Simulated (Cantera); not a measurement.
Stirred combustor or abatement burner

A perfectly stirred reactor is fed with 13.6 % CH₄, 18.1 % O₂, 68.3 % N₂, at 3230 Torr; it is adiabatic with a 348 K inlet, and is followed from long to short residence time, starting on the burning branch (τ in s: 0.25, 0.11, 0.045, 0.019, 0.0083, 0.0035, 0.0015, 0.00065, 0.00028, 0.00012, 5.1e-05).

Detailed kinetics in Cantera: GRI-Mech 3.0 (53 species, 325 reactions).

```json
[
 {"τ (s)": "0.25", "T (K)": "1942", "x CH₄": "0.00130", "x O₂": "6.95e-5", "x C₂H₄": "3.03e-6", "x C₂H₆": "2.41e-7", "x N₂O": "1.70e-9"},
 {"τ (s)": "0.11", "T (K)": "1946", "x CH₄": "0.00209", "x O₂": "0.000148", "x C₂H₄": "8.02e-6", "x C₂H₆": "6.93e-7", "x N₂O": "2.01e-9"},
 {"τ (s)": "0.045", "T (K)": "1951", "x CH₄": "0.00316", "x O₂": "0.000331", "x C₂H₄": "1.98e-5", "x C₂H₆": "1.89e-6", "x N₂O": "2.32e-9"},
 {"τ (s)": "0.019", "T (K)": "1954", "x CH₄": "0.00436", "x O₂": "0.000701", "x C₂H₄": "4.28e-5", "x C₂H₆": "4.51e-6", "x N₂O": "2.96e-9"},
 {"τ (s)": "0.0083", "T (K)": "1953", "x CH₄": "0.00562", "x O₂": "0.00141", "x C₂H₄": "8.56e-5", "x C₂H₆": "9.89e-6", "x N₂O": "4.30e-9"},
 {"τ (s)": "0.0035", "T (K)": "1944", "x CH₄": "0.00710", "x O₂": "0.00286", "x C₂H₄": "0.000173", "x C₂H₆": "2.23e-5", "x N₂O": "7.20e-9"},
 {"τ (s)": "0.0015", "T (K)": "1917", "x CH₄": "0.00902", "x O₂": "0.00583", "x C₂H₄": "0.000353", "x C₂H₆": "5.35e-5", "x N₂O": "1.35e-8"},
 {"τ (s)": "0.00065", "T (K)": "1836", "x CH₄": "0.0133", "x O₂": "0.0143", "x C₂H₄": "0.000907", "x C₂H₆": "0.000184", "x N₂O": "3.25e-8"},
 {"τ (s)": "0.00028", "T (K)": "348", "x CH₄": "0.136", "x O₂": "0.181", "x C₂H₄": "<1e-12", "x C₂H₆": "<1e-12", "x N₂O": "<1e-12"},
 {"τ (s)": "0.00012", "T (K)": "348", "x CH₄": "0.136", "x O₂": "0.181", "x C₂H₄": "<1e-12", "x C₂H₆": "<1e-12", "x N₂O": "<1e-12"},
 {"τ (s)": "5.1e-5", "T (K)": "348", "x CH₄": "0.136", "x O₂": "0.181", "x C₂H₄": "<1e-12", "x C₂H₆": "<1e-12", "x N₂O": "<1e-12"}
]
```
x: mole fraction; the columns are a selection and need not sum to one.
